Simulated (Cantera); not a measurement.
Si + NF3 + N2 (silicon etching in halogen gases)

Input: 1 mol Si, 1.4 mol NF3, 0.12 mol N2, held at 18.8 Torr.

Cantera equilibrium calculation (NASA polynomials, part measured and part estimated; ideal gas, pure solids and liquids). Candidate condensed phases: Si, Si3N4; 16 gas species. Equilibrium is a limit: real reactors are often held back by kinetics, nucleation or transport.

From 625 K to 1675 K nothing is condensed. The main Si-bearing gas is SiF4 throughout.

```tsv
T (K)	x SiF4	x N2	x F	x F2	x NF3
625	0.538	0.425	0.000124	0.00533	0.0322
775	0.522	0.425	0.00715	0.0409	0.00515
925	0.509	0.417	0.0462	0.0276	0.000107
1075	0.498	0.408	0.0892	0.00517	8.22e-7
1225	0.495	0.406	0.0978	0.000644	6.25e-9
1375	0.495	0.406	0.0988	0.000111	1.15e-10
1525	0.495	0.406	0.0990	2.64e-5	4.57e-12
1675	0.495	0.406	0.0990	8.11e-6	<1e-12
```
x: gas mole fraction; nothing condenses.
